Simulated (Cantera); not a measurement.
Input: 1 mol SiH2Cl2, 9.2 mol N2O, at 58.0 Pa.

These are equilibrium values from Cantera (NASA tables, ideal gas, pure condensed phases), not measurements of a reactor. Candidate condensed phases: H2O, NH4Cl, Si, SiO2, Si2N2O, Si3N4; 47 gas species. The tables hold silica as quartz up to 1696 K and as liquid above; real silica turns to tridymite and cristobalite and melts near 1996 K. The numbers say what is thermodynamically allowed, not how fast it happens. All values below are at 1148 K.

Base state: N2 0.622, O2 0.240, HCl 0.122, H2O 0.00677, Cl 0.00657, Cl2 0.00348, NO 0.000123 (mole fractions); condensed: SiO2(β-quartz).

Task: What changes in the equilibrium state with this change: pressure from 58.0 Pa to 1000 Pa?

Result: 
```csv
species,before,after
N2,0.622,0.624
O2,0.240,0.239
HCl,0.122,0.116
Cl2,0.00348,0.00879
Cl,0.00657,0.00251
H2O,0.00677,0.0100
NO,0.000123,0.000123
"SiO2(β-quartz), mol",1.00,1.00
```
